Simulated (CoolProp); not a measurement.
The fluid at 175.01 K and 1.27 MPa flows at 0.86 m/s in a round tube of 12.7 mm bore and 15 µm roughness, fully developed (64/Re and Nu = 3.66 if laminar; Colebrook and Gnielinski if turbulent). The same conditions are run with several fluids, on thermodynamics alone (safety and materials aside).

Computed with CoolProp (reference Helmholtz-energy equation of state of each fluid (C3F8 (R218): Lemmon 2006; R123: Younglove 1994; isobutane: Bücker 2006; R152A: Outcalt 1996; n-pentane: Thol 2019)).

```
fluid        Reynolds number  Darcy friction factor  pressure drop (Pa/m)  heat-transfer coefficient (W/(m² K))  mass flow (kg/h)
-----------  ---------------  ---------------------  --------------------  ------------------------------------  ----------------
C3F8 (R218)            12600                 0.0310                  1660                            (withheld)               720
R123                    5390                 0.0379            (withheld)                                   640               687
isobutane               8210                 0.0342            (withheld)                                   905        (withheld)
R152A                  11400                 0.0317                  1070                                  1400        (withheld)
n-pentane         (withheld)             (withheld)                   634                                  1500               288
```

Problem. Fill in the missing entries.

Solution. 
- C3F8 (R218), heat-transfer coefficient (W/(m² K)): 870
- R123, pressure drop (Pa/m): 1930
- isobutane, pressure drop (Pa/m): 680
- isobutane, mass flow (kg/h): 268
- R152A, mass flow (kg/h): 454
- n-pentane, Reynolds number: 15800
- n-pentane, Darcy friction factor: 0.0296

Transport values come from each fluid's own correlations; those of C3F8 (R218), R152A, n-pentane are estimates that may be off by 10 % or more.
